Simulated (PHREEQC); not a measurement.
**Hard or scaling water: an equilibrium model**

Solution (25 °C): 1.1 mmol/kgw CaSO4, 1.7 mmol/kgw NaF and 0.11 mmol/kgw KCl. Closed to the air; pH follows from the charge balance.

All values are PHREEQC results (ion-association model, phreeqc.dat), not measurements.

No solid was allowed to form.

Task: Predict the pH, ionic strength.

Result: pH 7.25; ionic strength 0.00582 mol/kgw.

Task: In which forms is Ca present?

Result: Ca+2 91 %, CaSO4 8.6 % of the Ca.

The solution is supersaturated, for example in Fluorite, so a real one may precipitate; this is no full list.
